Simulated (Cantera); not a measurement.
A Cantera script and its output.

```python
import numpy as np
import cantera as ct

gas = ct.Solution("gri30.yaml")
gas.TPX = 1800, 52000, {'CH4': 1, 'H2': 0.042, 'O2': 1.35, 'N2': 10.4, 'H2O': 1.3}
reactor = ct.IdealGasReactor(gas, energy="on", clone=False)
net = ct.ReactorNet([reactor])
net.rtol, net.atol = 1e-08, 1e-16
show = ['CH4', 'H2', 'O2', 'H2O', 'NO', 'OH']
times = np.geomspace(3e-06, 0.8, 15)

steps = ct.SolutionArray(gas, extra=["t"])
rows = []
print(f"{'t/s':>10s}{'T/K':>9s}{'P/Pa':>11s}" + "".join(f"{s:>11s}" for s in show))
for t in times:
    while net.time < t:
        t_next = net.step()
        steps.append(gas.state, t=t_next)
    rows.append([np.interp(t, steps.t, y) for y in (steps.T, steps.P, *steps(*show).X.T)])
    print(f"{t:10.3e}{rows[-1][0]:9.1f}{rows[-1][1]:11.4g}" + "".join(f"{x:11.3e}" for x in rows[-1][2:]))
rate = np.gradient(steps.T, steps.t)
print("integrator steps:", len(steps.t))
if steps.T.max() > steps.T[0] + 200:
    print(f"time of steepest temperature rise: {steps.t[rate.argmax()]:.4e} s")
gas.TPX = 1800, 52000, {'CH4': 1, 'H2': 0.042, 'O2': 1.35, 'N2': 10.4, 'H2O': 1.3}
gas.equilibrate("UV")
print(f"equilibrium (UV): T = {gas.T:.1f} K  " + "  ".join(f"{s} {gas[s].X[0]:.3e}" for s in show))
```

Result:

```
       t/s      T/K       P/Pa        CH4         H2         O2        H2O         NO         OH
 3.000e-06   1799.9    5.2e+04  7.095e-02  2.985e-03  9.580e-02  9.225e-02  1.790e-13  8.717e-07
 7.323e-06   1799.8  5.199e+04  7.092e-02  2.992e-03  9.579e-02  9.226e-02  7.340e-13  1.250e-06
 1.788e-05   1799.5  5.199e+04  7.084e-02  3.011e-03  9.577e-02  9.227e-02  2.644e-12  2.072e-06
 4.363e-05   1798.8  5.197e+04  7.059e-02  3.067e-03  9.570e-02  9.235e-02  1.094e-11  4.243e-06
 1.065e-04   1798.2  5.197e+04  6.939e-02  3.378e-03  9.524e-02  9.286e-02  6.892e-11  1.297e-05
 2.600e-04   1864.0  5.449e+04  4.738e-02  1.651e-02  8.224e-02  1.054e-01  1.483e-08  2.051e-04
 6.347e-04   2561.7  7.872e+04  1.590e-14  5.012e-02  2.455e-03  1.607e-01  2.308e-04  1.010e-02
 1.549e-03   2618.8  8.017e+04  3.569e-14  4.945e-02  1.628e-03  1.647e-01  5.939e-04  8.499e-03
 3.782e-03   2620.8  8.021e+04  4.022e-14  4.971e-02  1.495e-03  1.648e-01  1.249e-03  8.180e-03
 9.231e-03   2617.1  8.011e+04  4.166e-14  5.008e-02  1.427e-03  1.646e-01  1.957e-03  8.003e-03
 2.253e-02   2616.1  8.008e+04  4.205e-14  5.018e-02  1.409e-03  1.645e-01  2.153e-03  7.955e-03
 5.500e-02   2616.1  8.008e+04  4.206e-14  5.019e-02  1.409e-03  1.645e-01  2.157e-03  7.954e-03
 1.343e-01   2616.1  8.008e+04  4.206e-14  5.019e-02  1.409e-03  1.645e-01  2.157e-03  7.954e-03
 3.277e-01   2616.1  8.008e+04  4.206e-14  5.019e-02  1.409e-03  1.645e-01  2.157e-03  7.954e-03
 8.000e-01   2616.1  8.008e+04  4.206e-14  5.019e-02  1.409e-03  1.645e-01  2.157e-03  7.954e-03
integrator steps: 1661
time of steepest temperature rise: 3.0749e-04 s
equilibrium (UV): T = 2616.1 K  CH4 5.016e-14  H2 5.019e-02  O2 1.409e-03  H2O 1.645e-01  NO 2.157e-03  OH 7.954e-03
```

Computed with Cantera and GRI-Mech 3.0 (53 species, 325 reactions).
